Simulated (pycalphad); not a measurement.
Computed with pycalphad from the COST 507 light-alloy database (1999), at 1 atm. The database dates from 1999; later assessments differ in places, in temperatures and in the compounds included. Not assessed as a whole: an extrapolation from subsystems, which can miss ternary compounds. Amounts are mole fractions of atoms. Kinetics are ignored, which matters at the lower temperatures.

Question: Give the equilibrium state of Ti-9.28V-0.24Si (at.%) at 677 °C.

Answer: bcc, fraction 0.551, with 15.7 V, 0.38 Si at.%; hcp, fraction 0.449, with 1.4 V, 0.07 Si at.%.

Question: Give the equilibrium state of Ti-9.28V-0.24Si (at.%) at 277 °C.

Answer: hcp, fraction 0.898, with 0.36 V, 0.25 Si at.%; bcc, fraction 0.101, with 88.6 V, <0.01 Si at.%; SITI3, fraction 0.001, with no V, 25.0 Si at.%.

Database names, with the compositions (at.%) that they take in these runs: SITI3: Ti 75 Si 25. An entry "none" or "no" means that the model of the phase leaves that element out.
